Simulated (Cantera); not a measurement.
Charge: 1 mol CH2F2, 13 mol H2, held at 1.00 bar.

Cantera equilibrium calculation (NASA polynomials, part measured and part estimated; ideal gas, pure solids and liquids). Candidate condensed phases: C, C6H6, C7H8, C8H18; 110 gas species. Ions and electrons are included (thermal ionisation). Kinetics and transport are ignored.

x: gas mole fraction; nothing condenses.

```tsv
T (K)	x H	x H2	x HF	x F	x C	x C2H2 (acetylene)	x C2H
3000	0.133	0.712	0.124	0.000144	4.08e-5	0.0287	…
3500	0.403	0.466	0.104	0.00122	0.00121	0.0167	0.00455
4000	0.700	0.193	0.0764	0.00672	0.00995	0.00265	0.00471
4500	0.839	0.0589	0.0459	0.0250	0.0258	9.86e-5	…
5000	0.882	0.0188	0.0185	0.0481	0.0312	1.89e-6	…
```

Q: Complete the blanks.

A: 
- 3000, x C2H: 0.000922
- 4500, x C2H: 0.000955
- 5000, x C2H: 7.76e-5
